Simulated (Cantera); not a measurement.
Feed: 1 mol B, 0.065 mol H₂O, equilibrated at 1825 °C and 0.133 bar.

Equilibrium computed with Cantera from the NASA thermochemical tables; the gas is ideal and each condensed phase is pure. Candidate condensed phases: B, B₂O₃, B₃O₃H₃, H₂O; 23 gas species. The tables' values for BH₂ are old estimates; treat these amounts as uncertain. Equilibrium is a limit: real reactors are often held back by kinetics, nucleation or transport.

Base state: H₂ 0.555, HBO 0.204, B₂O₂ 0.177, BO 0.0306, B₂O₃ 0.0218, H 0.00629, HBO₂ 0.00377, B₂O 0.000570 (mole fractions); condensed: B(s).

### Question
What changes in the equilibrium state with this change: B replaced by B₂H₆?

### Answer
```tsv
species	before	after
H₂	0.555	0.971
HBO	0.204	0.0173
H	0.00629	0.00831
B₂O₂	0.177	0.000733
B₂O₃	0.0218	5.80e-6
BO	0.0306	0.00197
B₃O₃H₃	2.20e-5	1.35e-8
HBO₂	0.00377	2.06e-5
B₂O	0.000570	3.67e-5
H₂O	7.89e-5	8.87e-6
BH₃	6.89e-6	1.59e-5
B(s), mol	0.937	1.93
```
The feed counts by its element totals alone. Gases not in the tables: B₂H₆ and higher boranes.
